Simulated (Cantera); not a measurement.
Input: 1 mol Si, 1.6 mol Br2, 26 mol N2, held at 1077 °C and 1600 Pa.

Cantera equilibrium calculation (NASA polynomials, part measured and part estimated; ideal gas, pure solids and liquids). Candidate condensed phases: Br2, Si, Si3N4; 13 gas species. N2 is the only nitrogen source here; it is nearly inert below about 1500 K, so the nitride shown seldom forms there in practice. The tables' values for SiBr3 are old estimates; treat these amounts as uncertain. The numbers say what is thermodynamically allowed, not how fast it happens.

Base state: N2 0.961, SiBr4 0.0213, SiBr2 0.0102, Br 0.00514, SiBr3 0.00255, Br2 2.77e-5 (mole fractions); condensed: Si3N4(s).

### Question
What changes in the equilibrium state with this change: pressure from 1600 Pa to 6.60 Pa?

### Answer
```tsv
species	before	after
N2	0.961	0.922
Br	0.00514	0.0421
SiBr2	0.0102	0.0351
SiBr4	0.0213	8.39e-5
SiBr3	0.00255	0.000297
Br2	2.77e-5	7.67e-6
Si3N4(s), mol	0.0268	0
```

### Question
What changes in the equilibrium state with this change: temperature from 1077 °C to 527 °C?

### Answer
```json
[
 {"species": "N2", "before": "0.961", "after": "0.970"},
 {"species": "SiBr4", "before": "0.0213", "after": "0.0300"},
 {"species": "Br", "before": "0.00514", "after": "4.40e-7"},
 {"species": "SiBr2", "before": "0.0102", "after": "<1e-9"},
 {"species": "SiBr3", "before": "0.00255", "after": "1.05e-7"},
 {"species": "Br2", "before": "2.77e-5", "after": "3.36e-8"},
 {"species": "Si3N4(s), mol", "before": "0.0268", "after": "0.0667"}
]
```

### Question
What changes in the equilibrium state with this change: Br2 from 1.6 to 2.5 mol?

### Answer
| species | before | after |
|---|---|---|
| N2 | 0.961 | 0.928 |
| SiBr4 | 0.0213 | 0.0347 |
| Br | 0.00514 | 0.0346 |
| SiBr2 | 0.0102 | 0.000367 |
| Br2 | 2.77e-5 | 0.00125 |
| SiBr3 | 0.00255 | 0.000617 |
| Si3N4(s), mol | 0.0268 | 0 |
